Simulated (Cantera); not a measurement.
Feed: 1 mol Ta₂O₅, 1.6 mol C, 5.4 mol H₂, at 2223 K and 97.5 Torr.

Equilibrium computed with Cantera from the NASA thermochemical tables; the gas is ideal and each condensed phase is pure. Candidate condensed phases: C, C₆H₆, C₇H₈, C₈H₁₈, H₂O, Ta, TaC, Ta₂O₅; 113 gas species. Mutual solubility and eutectic melting of coexisting phases are not modelled. Condensed phases not in the tables: Ta₂C, N, O or C dissolved in the metal. Rates play no part.

Base state: H₂ 0.755, CO 0.227, H 0.0154, H₂O 0.00296, TaO₂ 0.000210, CO₂ 0.000166, TaO 4.43e-5 (mole fractions); condensed: Ta(s) + Ta₂O₅(l).

### Question
What changes in the equilibrium state with this change: pressure from 97.5 Torr to 29.3 Torr?

### Answer
```json
[
 {"species": "H₂", "before": "0.755", "after": "0.743"},
 {"species": "CO", "before": "0.227", "after": "0.225"},
 {"species": "H", "before": "0.0154", "after": "0.0280"},
 {"species": "TaO₂", "before": "0.000210", "after": "0.000700"},
 {"species": "TaO", "before": "4.43e-5", "after": "0.000148"},
 {"species": "OH", "before": "8.75e-6", "after": "1.59e-5"},
 {"species": "H₂O", "before": "0.00296", "after": "0.00292"},
 {"species": "Ta(s), mol", "before": "0.648", "after": "0.647"},
 {"species": "Ta₂O₅(l), mol", "before": "0.675", "after": "0.673"}
]
```

### Question
What changes in the equilibrium state with this change: temperature from 2223 K to 1800 K?

### Answer
```csv
species,before,after
H₂,0.755,0.823
CO,0.227,0.174
H₂O,0.00296,0.00217
H,0.0154,0.000901
TaO₂,0.000210,8.50e-8
TaO,4.43e-5,4.36e-9
CO₂,0.000166,0.000120
"Ta(s), mol",0.648,0
"Ta₂O₅(l), mol",0.675,0
"TaC(s), mol",0,0.461
"Ta₂O₅(s), mol",0,0.769
```
TaC: taken at fixed stoichiometry. Condensed phases not in the tables: Ta₂C.

### Question
What changes in the equilibrium state with this change: Ta₂O₅ replaced by PbO?

### Answer
```json
[
 {"species": "H₂", "before": "0.755", "after": "0.715"},
 {"species": "CO", "before": "0.227", "after": "0.134"},
 {"species": "Pb", "before": "0", "after": "0.134"},
 {"species": "H", "before": "0.0154", "after": "0.0150"},
 {"species": "TaO₂", "before": "0.000210", "after": "0"},
 {"species": "C₂H₂ (acetylene)", "before": "<1e-9", "after": "0.00207"},
 {"species": "TaO", "before": "4.43e-5", "after": "0"},
 {"species": "CO₂", "before": "0.000166", "after": "2.31e-8"},
 {"species": "Ta(s), mol", "before": "0.648", "after": "0"},
 {"species": "Ta₂O₅(l), mol", "before": "0.675", "after": "0"},
 {"species": "C(graphite), mol", "before": "0", "after": "0.569"}
]
```
Further candidate phases: Pb, PbO, PbO₂, Pb₃O₄.
